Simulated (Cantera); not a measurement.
Thermodynamics of metals in furnace atmospheres, feed Al + NH₃ + H₂

Charge: 1 mol Al, 1.6 mol NH₃, 1.6 mol H₂, at 1300 Pa.

Equilibrium computed with Cantera from the NASA thermochemical tables; the gas is ideal and each condensed phase is pure. Candidate condensed phases: Al, AlN; 13 gas species. Equilibrium is a limit: real reactors are often held back by kinetics, nucleation or transport.

From 700 K to 1900 K the condensed part is AlN(s).

```json
[
 {"T (K)": "700", "x H₂": "0.930", "x N₂": "0.0698", "x Al": "<1e-12", "x H": "<1e-12", "n AlN(s)": "1.00"},
 {"T (K)": "850", "x H₂": "0.930", "x N₂": "0.0698", "x Al": "<1e-12", "x H": "1.73e-10", "n AlN(s)": "1.00"},
 {"T (K)": "1000", "x H₂": "0.930", "x N₂": "0.0698", "x Al": "<1e-12", "x H": "1.92e-8", "n AlN(s)": "1.00"},
 {"T (K)": "1150", "x H₂": "0.930", "x N₂": "0.0698", "x Al": "<1e-12", "x H": "6.31e-7", "n AlN(s)": "1.00"},
 {"T (K)": "1300", "x H₂": "0.930", "x N₂": "0.0698", "x Al": "6.01e-11", "x H": "9.36e-6", "n AlN(s)": "1.00"},
 {"T (K)": "1450", "x H₂": "0.930", "x N₂": "0.0698", "x Al": "2.71e-8", "x H": "8.00e-5", "n AlN(s)": "1.00"},
 {"T (K)": "1600", "x H₂": "0.930", "x N₂": "0.0698", "x Al": "3.83e-6", "x H": "0.000460", "n AlN(s)": "1.000"},
 {"T (K)": "1750", "x H₂": "0.928", "x N₂": "0.0698", "x Al": "0.000229", "x H": "0.00197", "n AlN(s)": "0.999"},
 {"T (K)": "1900", "x H₂": "0.914", "x N₂": "0.0724", "x Al": "0.00697", "x H": "0.00665", "n AlN(s)": "0.968"}
]
```
x: gas mole fraction; n: condensed amount in mol.
